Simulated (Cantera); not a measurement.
Cantera run:

```python
import numpy as np
import cantera as ct

gas_names = """
    C CH CH2 CH3 CH4 C2 C2H C2H2,acetylene C2H2,vinylidene C2H3,vinyl C2H4 C2H5 C2H6 C3 C3H3,propargyl
    C3H4,allene C3H4,propyne C3H4,cyclo- C3H5,allyl C3H6,propylene C3H6,cyclo- C3H7,n-propyl
    C3H7,i-propyl C3H8 C4 C4H2 C4H4,1,3-cyclo- C4H6,butadiene C4H6,2-butyne C4H6,cyclo- C4H8,1-butene
    C4H8,cis2-buten C4H8,tr2-butene C4H8,isobutene C4H8,cyclo- C4H9,n-butyl C4H9,i-butyl C4H9,s-butyl
    C4H9,t-butyl C4H10,isobutane C4H10,n-butane C5 C5H6,1,3cyclo- C5H8,cyclo- C5H10,1-pentene
    C5H10,cyclo- C5H11,pentyl C5H11,t-pentyl C5H12,n-pentane C5H12,i-pentane CH3C(CH3)2CH3 C6H2
    C6H5,phenyl C6H6 C6H10,cyclo- C6H12,1-hexene C6H12,cyclo- C6H13,n-hexyl C7H7,benzyl C7H8
    C7H14,1-heptene C7H15,n-heptyl C7H16,n-heptane C8H8,styrene C8H10,ethylbenz C8H16,1-octene
    C8H17,n-octyl C8H18,isooctane C8H18,n-octane C9H19,n-nonyl C10H8,naphthale C10H21,n-decyl
    C12H9,o-bipheny C12H10,bipheny H H2 Si SiC SiC2 SiC4H12 SiH SiH2 SiH3 SiH4 Si2 Si2C Si3
""".split()
cond_names = """
    C(gr) C6H6(L) C7H8(L) C8H18(L),n-octa Si(cr) Si(L) SiC(b)
""".split()


def load(file, names, dense=False):
    # The tables refer to 1 bar. Condensed volumes are neglected.
    table = {s.name: s for s in ct.Species.list_from_file(file)}
    out = []
    for n in names:
        d = dict(table[n].input_data)
        d["thermo"] = dict(d["thermo"], **{"reference-pressure": 1e5})
        if dense:
            d["equation-of-state"] = {"model": "constant-volume", "density": "1e6 g/cm^3"}
        out.append(ct.Species.from_dict(d))
    return out


gas = ct.Solution(thermo="ideal-gas", species=load("nasa_gas.yaml", gas_names))
cond = {s.name: ct.Solution(thermo="fixed-stoichiometry", species=[s], name=s.name)
        for s in load("nasa_condensed.yaml", cond_names, dense=True)}
atoms = {
    'CH3SiH3': {'C': 1, 'H': 6, 'Si': 1},
    'H2': {'H': 2},
}
top_T = {'C(gr)': 4500, 'SiC(b)': 3050}  # K; cautious upper limits of use, not melting points


def equilibrate(T, P, feed):
    n = {}
    for name, mol in feed.items():
        for a, k in atoms[name].items():
            n[a] = n.get(a, 0.0) + k * mol
    gas.TPX = T, P, n
    mass = sum(n.values()) * gas.mean_molecular_weight
    gas.equilibrate("TP")
    valid = [c for c in cond.values() if c.min_temp <= T <= top_T.get(c.name, c.max_temp)]
    mix = ct.Mixture([(gas, mass / gas.mean_molecular_weight)] + [(c, 0.0) for c in valid])
    mix.T, mix.P = T, P
    mix.equilibrate("TP", solver="vcs", rtol=1e-11, max_steps=5000)
    return mix


results = []
feed = {'CH3SiH3': 1, 'H2': 810}  # mol
T = 2325  # K
for P in [100, 400, 1600, 6300, 25000, 100000]:
    mix = equilibrate(T, P, feed)
    results.append((T, P, feed, dict(zip(mix.species_names, mix.species_moles))))

top = {s: max(r[3][s] / sum(r[3][g] for g in gas_names) for r in results) for s in gas_names}
cols = sorted((s for s in top if top[s] > 1e-05), key=lambda s: -top[s])[:7]
seen = [c for c in cond_names if any(r[3].get(c, 0) > 1e-12 for r in results)]
print("log10 of partial pressures in bar; condensed amounts in mol")
print(f"{'P/Pa':>10s}" + "".join(f"{s[:9]:>10s}" for s in cols + seen))
for T, P, feed, n in results:
    ng = sum(n[g] for g in gas_names)
    print(f"{P:10.4g}" + "".join(f"{np.log10(max(n[s] / ng * P / 1e5, 1e-99)):10.3f}" for s in cols)
          + "".join(f"{n.get(c, 0):10.4g}" for c in seen))
```

Output:

```
log10 of partial pressures in bar; condensed amounts in mol
      P/Pa        H2         H        Si C2H2,acet      SiH2       SiH       CH4    SiC(b)
       100    -3.151    -3.534    -5.993    -6.312    -9.493    -8.022   -10.418         0
       400    -2.474    -3.196    -5.363    -5.668    -8.187    -7.054    -9.080         0
      1600    -1.834    -2.876    -4.756    -5.046    -6.940    -6.128    -7.810         0
      6300    -1.220    -2.569    -4.184    -4.445    -5.754    -5.248    -6.588         0
   2.5e+04    -0.612    -2.265    -3.658    -3.852    -4.620    -4.418    -5.380         0
     1e+05    -0.005    -1.961    -3.251    -3.311    -3.607    -3.708    -4.198   0.08035
```

Equilibrium computed with Cantera from the NASA thermochemical tables; the gas is ideal and each condensed phase is pure. The feed counts by its element totals alone. Gases not in the tables: Si2H6 and higher silanes.
